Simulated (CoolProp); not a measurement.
Values from CoolProp's reference Helmholtz-energy equation of state, Setzmann 1991.

Q: Give the vapour pressure (bar), enthalpy of vaporisation (kJ/kg), surface tension (mN/m), liquid viscosity (µPa s) of saturated methane at 165.8, 169.5 K.

A: 
```csv
T (K),p (bar),enthalpy of vaporisation (kJ/kg),surface tension (mN/m),liquid viscosity (µPa s)
165.8,19.9,344,3.17,43.1
169.5,22.9,323,2.59,40.0
```

Viscosity comes from a separate model (Quiñones-Cisneros 2006). Surface tension comes from a separate correlation (Mulero 2012).
